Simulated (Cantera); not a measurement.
What does this Cantera script print?

```python
import numpy as np
import cantera as ct

gas_names = """
    H H2 N NH NH2 NH3 N2 N2H2 N2H4 Zr ZrN
""".split()
cond_names = """
    Zr(a) Zr(b) Zr(L) ZrN(s) ZrN(L)
""".split()


def load(file, names, dense=False):
    # The tables refer to 1 bar. Condensed volumes are neglected.
    table = {s.name: s for s in ct.Species.list_from_file(file)}
    out = []
    for n in names:
        d = dict(table[n].input_data)
        d["thermo"] = dict(d["thermo"], **{"reference-pressure": 1e5})
        if dense:
            d["equation-of-state"] = {"model": "constant-volume", "density": "1e6 g/cm^3"}
        out.append(ct.Species.from_dict(d))
    return out


gas = ct.Solution(thermo="ideal-gas", species=load("nasa_gas.yaml", gas_names))
cond = {s.name: ct.Solution(thermo="fixed-stoichiometry", species=[s], name=s.name)
        for s in load("nasa_condensed.yaml", cond_names, dense=True)}
atoms = {
    'Zr': {'Zr': 1},
    'NH3': {'N': 1, 'H': 3},
}
top_T = {}  # K; cautious upper limits of use, not melting points


def equilibrate(T, P, feed):
    n = {}
    for name, mol in feed.items():
        for a, k in atoms[name].items():
            n[a] = n.get(a, 0.0) + k * mol
    gas.TPX = T, P, n
    mass = sum(n.values()) * gas.mean_molecular_weight
    gas.equilibrate("TP")
    valid = [c for c in cond.values() if c.min_temp <= T <= top_T.get(c.name, c.max_temp)]
    mix = ct.Mixture([(gas, mass / gas.mean_molecular_weight)] + [(c, 0.0) for c in valid])
    mix.T, mix.P = T, P
    mix.equilibrate("TP", solver="vcs", rtol=1e-11, max_steps=5000)
    return mix


results = []
feed = {'Zr': 1, 'NH3': 0.5}  # mol
T = 2348  # K
P = 0.22  # Pa
mix = equilibrate(T, P, feed)
results.append((T, P, feed, dict(zip(mix.species_names, mix.species_moles))))
print(gas.report(threshold=0.001))
for i in range(1, mix.n_phases):
    print(f"{mix.phase(i).name:16s} {mix.phase_moles(i):12.5e} mol")
```

It prints:

```
       temperature   2348 K
          pressure   0.22 Pa
           density   2.5583e-07 kg/m^3
  mean mol. weight   22.702 kg/kmol
   phase of matter   gas

                          1 kg             1 kmol
                     ---------------   ---------------
          enthalpy        1.4329e+07         3.253e+08  J
   internal energy        1.3469e+07        3.0577e+08  J
           entropy             13222        3.0017e+05  J/K
    Gibbs function       -1.6717e+07       -3.7951e+08  J
 heat capacity c_p            1078.8             24491  J/K
 heat capacity c_v            712.57             16177  J/K

                      mass frac. Y      mole frac. X     chem. pot. / RT
                     ---------------   ---------------   ---------------
                 H          0.030294           0.68228           -19.017
                H2         0.0005964          0.006716           -38.034
                N2           0.12435           0.10077           -42.816
                Zr           0.84475           0.21022           -9.0132
     [   +7 minor]        8.6322e-06        1.3985e-05

Zr(L)             4.81305e-01 mol
ZrN(s)            6.54359e-02 mol
```

Equilibrium computed with Cantera from the NASA thermochemical tables; the gas is ideal and each condensed phase is pure. Mutual solubility and eutectic melting of coexisting phases are not modelled. ZrN: taken at fixed stoichiometry. Condensed phases not in the tables: N, O or C dissolved in the metal.
